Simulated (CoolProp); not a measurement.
Properties of fluorine along the isotherm -6.85 °C.

The numbers come from the reference Helmholtz-energy equation of state, de Reuck 1990 in CoolProp.

| p (MPa) | phase | cv (kJ/(kg K)) | speed of sound (m/s) | fugacity coefficient |
|---|---|---|---|---|
| 0.0632 | gas | 0.5901 | 282.6 | 0.9995 |
| 0.102 | gas | 0.5901 | 282.6 | 0.9993 |
| 0.165 | gas | 0.5902 | 282.6 | 0.9988 |
| 0.267 | gas | 0.5904 | 282.6 | 0.9981 |
| 0.431 | gas | 0.5906 | 282.6 | 0.9969 |
| 0.696 | gas | 0.5910 | 282.5 | 0.9950 |
| 1.12 | gas | 0.5917 | 282.4 | 0.9919 |
| 1.82 | gas | 0.5929 | 282.3 | 0.9868 |
| 2.94 | gas | 0.5951 | 282.2 | 0.9787 |
| 4.74 | gas | 0.5993 | 282.7 | 0.9661 |
| 7.66 | supercritical | 0.6073 | 285.2 | 0.9474 |
| 12.4 | supercritical | 0.6212 | 293.2 | 0.9222 |
| 20 | supercritical | 0.6393 | 315.3 | 0.8939 |
